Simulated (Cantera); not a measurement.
Input: 1 mol SiHCl₃, 5.7 mol NH₃, 55 mol H₂, held at 10.0 mbar.

Equilibrium computed with Cantera from the NASA thermochemical tables; the gas is ideal and each condensed phase is pure. Candidate condensed phases: NH₄Cl, Si, Si₃N₄; 28 gas species. The tables' values for SiCl, SiN, SiCl₃ are old estimates; treat these amounts as uncertain. Gases not in the tables: Si₂H₆ and higher silanes. The numbers say what is thermodynamically allowed, not how fast it happens.

x: gas mole fraction; n: condensed amount in mol.

```json
[
 {"T (°C)": "1227", "x H₂": "0.924", "x N₂": "0.0333", "x HCl": "0.0410", "x H": "0.000169", "n Si₃N₄(s)": "0.297", "n Si(s)": "0", "n Si(l)": "0"},
 {"T (°C)": "1277", "x H₂": "0.924", "x N₂": "0.0340", "x HCl": "0.0387", "x H": "0.000303", "n Si₃N₄(s)": "0.271", "n Si(s)": "0", "n Si(l)": "0"},
 {"T (°C)": "1327", "x H₂": "0.925", "x N₂": "0.0350", "x HCl": "0.0356", "x H": "0.000523", "n Si₃N₄(s)": "0.236", "n Si(s)": "0", "n Si(l)": "0"},
 {"T (°C)": "1377", "x H₂": "0.918", "x N₂": "0.0416", "x HCl": "0.0345", "x H": "0.000871", "n Si₃N₄(s)": "0", "n Si(s)": "0.679", "n Si(l)": "0"},
 {"T (°C)": "1427", "x H₂": "0.918", "x N₂": "0.0416", "x HCl": "0.0344", "x H": "0.00141", "n Si₃N₄(s)": "0", "n Si(s)": "0", "n Si(l)": "0.673"},
 {"T (°C)": "1477", "x H₂": "0.917", "x N₂": "0.0416", "x HCl": "0.0348", "x H": "0.00223", "n Si₃N₄(s)": "0", "n Si(s)": "0", "n Si(l)": "0.680"},
 {"T (°C)": "1527", "x H₂": "0.915", "x N₂": "0.0416", "x HCl": "0.0352", "x H": "0.00343", "n Si₃N₄(s)": "0", "n Si(s)": "0", "n Si(l)": "0.679"},
 {"T (°C)": "1577", "x H₂": "0.913", "x N₂": "0.0415", "x HCl": "0.0354", "x H": "0.00515", "n Si₃N₄(s)": "0", "n Si(s)": "0", "n Si(l)": "0.663"},
 {"T (°C)": "1627", "x H₂": "0.910", "x N₂": "0.0414", "x HCl": "0.0356", "x H": "0.00757", "n Si₃N₄(s)": "0", "n Si(s)": "0", "n Si(l)": "0.623"},
 {"T (°C)": "1677", "x H₂": "0.905", "x N₂": "0.0413", "x HCl": "0.0357", "x H": "0.0109", "n Si₃N₄(s)": "0", "n Si(s)": "0", "n Si(l)": "(withheld)"},
 {"T (°C)": "1727", "x H₂": "0.899", "x N₂": "0.0411", "x HCl": "0.0356", "x H": "0.0154", "n Si₃N₄(s)": "0", "n Si(s)": "0", "n Si(l)": "(withheld)"},
 {"T (°C)": "1777", "x H₂": "0.889", "x N₂": "0.0408", "x HCl": "0.0353", "x H": "0.0214", "n Si₃N₄(s)": "0", "n Si(s)": "0", "n Si(l)": "(withheld)"}
]
```

Task: Some entries are withheld; supply them.

Result: 
- 1677, n Si(l): 0.541
- 1727, n Si(l): 0.390
- 1777, n Si(l): 0.127
